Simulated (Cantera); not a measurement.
A closed system holds: 1 mol HMDSO, 0.88 mol NO, 24 mol N2, held at 750 Torr.

Points: T (K) = 650, 750, 850, 950, 1050, 1150, 1250, 1350, 1450.

Cantera's Mixture.equilibrate('TP', solver="vcs", rtol=1e-11, max_steps=5000) on the NASA tables stopped like this:

```
ERROR: FAILURE its = 5001!

*******************************************************************************
CanteraError thrown by MultiPhase::equilibrate:
VCS solver failed. Return code: -1
*******************************************************************************
```

Task: What got this run through?

Result: One answer among several that fit: The failure is numerical, not chemical. The same input converged with solver="gibbs", rtol=1e-10, max_steps=50000, and the result passed a check of the equilibrium conditions:
```
log10 of partial pressures in bar; condensed amounts in mol
       T/K        N2        H2       CH4        CO       HCN     C(gr) SiO2(Lqz) SiO2(hqz) Si2N2O(s)
       650    -0.090    -1.168    -0.921    -8.502    -9.677     2.498    0.5867         0    0.7067
       750    -0.109    -0.823    -1.142    -6.574    -8.077     3.799    0.5866         0    0.7067
       850    -0.127    -0.654    -1.514    -5.108    -6.905     5.027         0    0.5862    0.7069
       950    -0.135    -0.592    -1.960    -3.956    -6.015     5.641         0    0.5837    0.7081
      1050    -0.138    -0.573    -2.387    -3.026    -5.309     5.835         0    0.5652    0.7174
      1150    -0.142    -0.567    -2.765    -2.260    -4.733     5.763         0    0.4649    0.7675
      1250    -0.151    -0.570    -3.099    -1.621    -4.258     5.177         0    0.0543    0.9729
      1350    -0.153    -0.570    -3.379    -1.579    -3.848     5.103         0         0         1
      1450    -0.153    -0.569    -3.620    -1.578    -3.495     5.102         0         0         1
```

The gas is ideal and each condensed phase is pure. The feed counts by its element totals alone. Mutual solubility and eutectic melting of coexisting phases are not modelled. The tables hold silica as quartz up to 1696 K and as liquid above; real silica turns to tridymite and cristobalite and melts near 1996 K.
